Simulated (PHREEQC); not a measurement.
HCl is added in steps, without added water, to 1 kg of water holding 0.016 mol NiSO4 and 0.032 mol NaCl, at 80 °C. O2 is buffered at 0.21 atm. CO2 is held at log p = -3.4 (atm). Solids allowed: Ni(OH)2, NiCO3, Ni4(OH)6SO4, Halite, Mirabilite, Morenosite, Nahcolite, Natron. Others were left out.

Base run: PHREEQC, ion-association model, wateq4f.dat. Each further column changes one thing. The table gives HCO3- (mol/kgw).

```tsv
HCl added (mol)	base	Debye-Hückel limiting law	metal-ligand complexes left out	Davies equation for every ion	all activity coefficients set to 1
0	1.01e-6	1.24e-6	1.13e-6	1.03e-6	7.34e-7
0.0055	1.51e-9	1.75e-9	1.88e-9	1.56e-9	1.06e-9
0.009625	7.85e-10	9.42e-10	9.52e-10	8.18e-10	5.28e-10
0.01512	4.50e-10	5.62e-10	5.23e-10	4.73e-10	2.92e-10
0.02063	3.04e-10	3.93e-10	3.40e-10	3.21e-10	1.93e-10
0.02475	2.40e-10	3.18e-10	2.63e-10	2.56e-10	1.52e-10
0.03025	1.86e-10	2.53e-10	1.99e-10	1.99e-10	1.16e-10
0.03438	1.59e-10	2.19e-10	1.68e-10	1.70e-10	9.85e-11
0.03988	1.32e-10	1.87e-10	1.38e-10	1.42e-10	8.14e-11
0.04537	1.13e-10	1.63e-10	1.17e-10	1.21e-10	6.91e-11
0.0495	1.02e-10	1.48e-10	1.05e-10	1.10e-10	6.20e-11
0.055	8.97e-11	1.33e-10	9.20e-11	9.69e-11	5.44e-11
```

Away from 25 °C the constants follow the database's enthalpies or fits; those with neither stay at their 25 °C values.
